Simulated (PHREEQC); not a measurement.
PHREEQC input (ion-association model, wateq4f.dat):

```
SOLUTION_SPECIES
  PO4-3 + 3H+ = H3PO4  # constants of phreeqc.dat
    -log_k 21.721
    -delta_h -10.1 kJ
PHASES
  Fix_H+
    H+ = H+
    -log_k 0
SOLUTION 1
  temp 25
  units mol/kgw
  pH 7 charge
  Cl 0.03
  Na 0.03
END
SELECTED_OUTPUT 1
  -reset false
  -pH true
  -pe true
  -ionic_strength true
  -water true
  -totals Ag Cl Na P
  -molalities H+ Ag+ Cl- Na+ PO4-3 HPO4-2 H2PO4- NaHPO4- O2 OH-
    AgCl AgCl2- AgCl3-2 AgCl4-3 AgOH Ag(OH)2- H3PO4
  -equilibrium_phases Ag3PO4 Cerargyrite Ag2O
PRINT
  -reset false
USE solution 1
EQUILIBRIUM_PHASES 1
  Fix_H+ -4 HCl 10
    -force_equality true
  Ag3PO4 0 0.1
  Cerargyrite 0 0
  Ag2O 0 0
  O2(g) -0.68 10
END
# ... the last block is repeated for the other 16 points of pH, with NaOH or the acid as the point needs
```

Selected output (columns that matter, 17 of 17 rows; pH added in front):

```
pH	mu	Ag	Cl	P	m_H+	m_Ag+	m_Cl-	m_Na+	m_HPO4-2	m_H2PO4-	m_OH-	m_AgCl	Ag3PO4	Cerargyrite
4	0.063539	0.033348	3.3461e-07	0.064139	0.00011849	0.033348	8.2911e-09	0.029998	7.4019e-05	0.063315	1.2566e-10	3.2632e-07	0.035861	0.15907
4.38	0.049921	0.019745	3.4084e-07	0.049907	4.8823e-05	0.019744	1.3489e-08	0.029996	0.00013172	0.049523	2.9539e-10	3.2735e-07	0.050093	0.12998
4.75	0.041969	0.011708	3.5012e-07	0.041563	2.0657e-05	0.011708	2.217e-08	0.029993	0.00024784	0.041219	6.83e-10	3.2795e-07	0.058437	0.11298
5.12	0.037366	0.0068783	3.6541e-07	0.036412	8.7647e-06	0.006878	3.7114e-08	0.029986	0.0004939	0.03587	1.587e-09	3.2829e-07	0.063588	0.10236
5.5	0.034982	0.0039714	3.9217e-07	0.032918	3.6427e-06	0.0039711	6.3692e-08	0.029969	0.001038	0.031837	3.7886e-09	3.2847e-07	0.067082	0.094783
5.88	0.034422	0.0023144	4.3758e-07	0.030084	1.5174e-06	0.002314	1.0906e-07	0.029935	0.0021709	0.027844	9.0781e-09	3.2852e-07	0.069916	0.087939
6.25	0.035471	0.001406	5.0873e-07	0.027096	6.4819e-07	0.0014056	1.8028e-07	0.029877	0.0041884	0.022782	2.133e-08	3.2844e-07	0.072904	0.079881
6.62	0.037795	0.00089627	6.1366e-07	0.023587	2.7731e-07	0.00089594	2.8538e-07	0.029795	0.0071037	0.016278	5.0247e-08	3.2826e-07	0.076413	0.069865
7	0.040516	0.00059994	7.5876e-07	0.020106	1.1597e-07	0.00059961	4.3068e-07	0.029711	0.010204	0.0096123	1.2119e-07	3.2806e-07	0.079894	0.059717
7.38	0.042521	0.00042279	9.4352e-07	0.01763	4.8455e-08	0.00042245	6.1558e-07	0.029653	0.012444	0.0048386	2.9183e-07	3.279e-07	0.08237	0.052467
7.75	0.043584	0.00030992	1.1709e-06	0.01628	2.0694e-08	0.00030958	8.4306e-07	0.029622	0.013649	0.0022524	6.8548e-07	3.2782e-07	0.08372	0.04853
8.12	0.044064	0.00023064	1.463e-06	0.015612	8.8321e-09	0.00023029	1.1352e-06	0.029608	0.014219	0.00099871	1.6083e-06	3.2779e-07	0.084388	0.046606
8.5	0.044254	0.00017154	1.8561e-06	0.015292	3.6826e-09	0.00017117	1.5282e-06	0.029602	0.014465	0.00042316	3.8595e-06	3.2777e-07	0.084708	0.045704
8.88	0.044315	0.00012805	2.3776e-06	0.015141	1.5352e-09	0.00012764	2.0497e-06	0.0296	0.01455	0.00017739	9.2593e-06	3.2777e-07	0.084859	0.045294
9.25	0.044337	9.6555e-05	3.051e-06	0.015059	6.5492e-10	9.6087e-05	2.7231e-06	0.0296	0.014554	7.568e-05	2.1707e-05	3.2777e-07	0.084941	0.045081
9.62	0.044371	7.302e-05	3.9402e-06	0.014991	2.7939e-10	7.2444e-05	3.6122e-06	0.029601	0.014492	3.2141e-05	5.0889e-05	3.2777e-07	0.085009	0.0449
10	0.044467	5.5129e-05	5.1443e-06	0.014889	1.1648e-10	5.4351e-05	4.8162e-06	0.029606	0.01432	1.3234e-05	0.0001221	3.2776e-07	0.085111	0.044613
```

H3PO4, which wateq4f.dat lacks, is added to it with the constant of phreeqc.dat. The database has no phosphate complexes of Ag.
